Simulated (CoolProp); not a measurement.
The numbers come from the reference Helmholtz-energy equation of state, Thol 2017 in CoolProp.

Question: Give the vapour pressure (MPa), enthalpy of vaporisation (kJ/kg), liquid cp (kJ/(kg K)), surface tension (mN/m) of saturated octamethyltrisiloxane (MDM) at 444.8, 456.2 K.

Answer: 
```csv
T (K),p (MPa),enthalpy of vaporisation (kJ/kg),liquid cp (kJ/(kg K)),surface tension (mN/m)
444.8,0.163,144,2.17,5.13
456.2,0.211,138,2.20,4.42
```

Surface tension comes from a separate correlation (Mulero 2014), older than this fluid's equation and unchecked against measurements.
